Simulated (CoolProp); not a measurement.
Properties of chloromethane (R40) along the isotherm 500 K.

Model: reference Helmholtz-energy equation of state, Thol 2014, in CoolProp.

| p (MPa) | phase | cv (kJ/(kg K)) | Joule-Thomson coefficient (K/MPa) | isothermal compressibility (1/MPa) | fugacity coefficient |
|---|---|---|---|---|---|
| 0.11 | gas | 0.9298 | 7.654 | 9.120 | 0.9968 |
| 0.171 | gas | 0.9304 | 7.655 | 5.877 | 0.9950 |
| 0.266 | gas | 0.9313 | 7.656 | 3.789 | 0.9923 |
| 0.414 | gas | 0.9327 | 7.659 | 2.445 | 0.9880 |
| 0.644 | gas | 0.9350 | 7.662 | 1.583 | 0.9814 |
| 1 | gas | 0.9385 | 7.666 | 1.031 | 0.9712 |
| 1.56 | gas | 0.9440 | 7.671 | 0.6725 | 0.9553 |
| 2.43 | gas | 0.9526 | 7.674 | 0.4445 | 0.9309 |
| 3.79 | gas | (withheld) | 7.662 | 0.2994 | (withheld) |
| 5.89 | gas | 0.9879 | 7.577 | 0.2099 | 0.8380 |
| 9.18 | supercritical | 1.021 | 7.123 | 0.1564 | (withheld) |
| 14.3 | supercritical | 1.049 | 4.881 | 0.1023 | 0.6425 |
| 22.3 | supercritical | 1.021 | 1.807 | 0.03044 | 0.5234 |
| 34.6 | supercritical | 0.9905 | (withheld) | 0.01049 | 0.4405 |

Q: Complete the blanks.

A: 
- 3.79, cv (kJ/(kg K)): 0.9664
- 3.79, fugacity coefficient: 0.8936
- 9.18, fugacity coefficient: 0.7557
- 34.6, Joule-Thomson coefficient (K/MPa): 0.5603
